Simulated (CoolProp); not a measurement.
Saturation properties of R1234ze(Z) (Tc = 423.3 K, pc = 35.31 bar, ω = 0.327).

The numbers come from the reference Helmholtz-energy equation of state, Akasaka 2019 in CoolProp.

| T (K) | p (bar) | liquid density (kg/m³) | vapour Z | surface tension (mN/m) |
|---|---|---|---|---|
| 299.8 | 1.878 | 1220 | 0.9243 | 12.6 |
| 304.2 | 2.177 | 1208 | 0.9165 | 12.0 |
| 308.6 | 2.512 | 1196 | 0.9081 | 11.5 |
| 313 | 2.886 | 1184 | 0.8992 | 11.0 |
| 317.4 | 3.300 | 1171 | 0.8898 | 10.4 |
| 321.8 | 3.759 | 1158 | 0.8798 | 9.90 |
| 326.2 | 4.265 | 1145 | 0.8693 | 9.38 |
| 330.6 | 4.822 | 1132 | 0.8582 | 8.87 |
| 335 | 5.433 | 1118 | 0.8465 | 8.36 |
| 339.4 | 6.100 | 1104 | 0.8342 | 7.85 |
| 343.8 | 6.828 | 1090 | 0.8213 | 7.35 |
| 348.2 | 7.620 | 1075 | 0.8076 | 6.86 |

It boils at 282.9 K under 1 atm.

Surface tension comes from a separate correlation (Kondou 2015).
